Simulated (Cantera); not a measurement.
# acetone + CO₂ + H₂ (carbon deposition, reforming and gasification)

Input: 1 mol acetone, 5.5 mol CO₂, 8.7 mol H₂, equilibrated at 36.0 Pa.

Equilibrium computed with Cantera from the NASA thermochemical tables; the gas is ideal and each condensed phase is pure. Candidate condensed phases: C, C₆H₆, C₇H₈, C₈H₁₈, H₂O; 110 gas species. The feed counts by its element totals alone. Kinetics and transport are ignored.

From 1875 K to 2575 K nothing is condensed. The main C-bearing gas is CO throughout.

| T (K) | x H | x H₂ | x CO | x H₂O | x O | x CO₂ | x OH | x O₂ |
|---|---|---|---|---|---|---|---|---|
| 1875 | 0.0224 | 0.421 | 0.385 | 0.140 | 2.33e-5 | 0.0310 | 0.000579 | 3.39e-6 |
| 1975 | 0.0458 | 0.403 | 0.382 | 0.138 | 0.000125 | 0.0291 | 0.00150 | 1.85e-5 |
| 2075 | 0.0859 | 0.375 | 0.374 | 0.134 | 0.000576 | 0.0275 | 0.00350 | 8.78e-5 |
| 2175 | 0.148 | 0.332 | 0.361 | 0.123 | 0.00231 | 0.0258 | 0.00739 | 0.000363 |
| 2275 | 0.235 | 0.275 | 0.342 | 0.103 | 0.00800 | 0.0231 | 0.0137 | 0.00125 |
| 2375 | 0.340 | 0.209 | 0.316 | 0.0705 | 0.0223 | 0.0182 | 0.0204 | 0.00311 |
| 2475 | 0.449 | 0.143 | 0.289 | 0.0351 | 0.0458 | 0.0115 | 0.0221 | 0.00461 |
| 2575 | 0.537 | 0.0867 | 0.267 | 0.0123 | 0.0692 | 0.00592 | 0.0172 | 0.00400 |
x: gas mole fraction; nothing condenses.
